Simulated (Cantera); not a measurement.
Feed: 1 mol C₂F₆, 0.034 mol CH₄, 2.8 mol H₂, held at 0.000460 bar.

Equilibrium computed with Cantera from the NASA thermochemical tables; the gas is ideal and each condensed phase is pure. Candidate condensed phases: C, C₆H₆, C₇H₈, C₈H₁₈; 95 gas species. The feed counts by its element totals alone. Gases not in the tables: C₂F₆ and larger saturated fluorocarbons. Equilibrium is a limit: real reactors are often held back by kinetics, nucleation or transport.

log p: log10 of the partial pressure in bar; n: condensed amount in mol.

```
T (K)  log p HF  log p F  log p CF₄  log p CF₂  log p H  log p CF  n C(graphite)
-----  --------  -------  ---------  ---------  -------  --------  -------------
1675      -3.34    -5.89      -5.35      -6.03    -9.39     -9.06           1.97
1725      -3.34      [?]        [?]        [?]      [?]       [?]           1.97
1775      -3.35    -5.38      -5.53      -5.63    -8.88     -8.26           1.97
1825      -3.35      [?]        [?]      -5.51      [?]       [?]           1.97
1875      -3.35    -5.01      -6.04      -5.46    -8.33     -7.63           1.98
1925      -3.35    -4.90      -6.51      -5.49    -8.02     -7.40           1.99
1975      -3.35    -4.83      -7.10      -5.59    -7.69     -7.21           2.00
2025      -3.36    -4.78      -7.75      -5.74    -7.35     -7.06           2.01
2075      -3.36    -4.75      -8.41      -5.90    -7.01     -6.93           2.02
2125      -3.36    -4.73      -9.08      -6.07    -6.68     -6.81           2.02
```

**Question.** Fill in the missing entries.

**Answer.** 
- 1825, log p F: -5.17
- 1825, log p CF₄: -5.72
- 1825, log p H: -8.61
- 1825, log p CF: -7.92
- 1725, log p F: -5.62
- 1725, log p CF₄: -5.42
- 1725, log p CF₂: -5.81
- 1725, log p H: -9.13
- 1725, log p CF: -8.64
